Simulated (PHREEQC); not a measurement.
1 kg of water holding 0.38 mol MgCl2, 0.0098 mol NaCl, 0.0057 mol H3BO3 and 0.073 mol KCl is evaporated at 25 °C; the solids stay in contact with the brine. No CO2 enters from the air. The run lets Bischofite, Brucite, Carnallite, Halite, Sylvite, Borax, Boric_acid,s, KB5O8:4H2O, K2B4O7:4H2O, NaBO2:4H2O, NaB5O8:5H2O, Teepleite, MgCl2_4H2O precipitate or redissolve, and no other solid.

Computed with PHREEQC (Pitzer model, pitzer.dat).

Problem. Predict ionic strength, water activity at water left (kg) = 0.2082, 0.1156, 0.05648.

Solution. 
```
water left (kg)  ionic strength  water activity
---------------  --------------  --------------
0.2082                     5.87           0.848
0.1156                     10.6           0.647
0.05648                    16.5           0.359
```
